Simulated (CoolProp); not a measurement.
Values from CoolProp's reference Helmholtz-energy equation of state, Lemmon 2005. It is a short technical equation, of lower accuracy than the large ones.

Problem. For cis-2-butene, give the phase and the Z, cp (kJ/(kg K)) at -63.15 °C and 3010 kPa; -12.35 °C and 3010 kPa; 13.15 °C and 3010 kPa.

Solution. 
- -63.15 °C and 3010 kPa: liquid; Z 0.136, cp 1.99
- -12.35 °C and 3010 kPa: liquid; Z 0.118, cp 2.10
- 13.15 °C and 3010 kPa: liquid; Z 0.112, cp 2.18
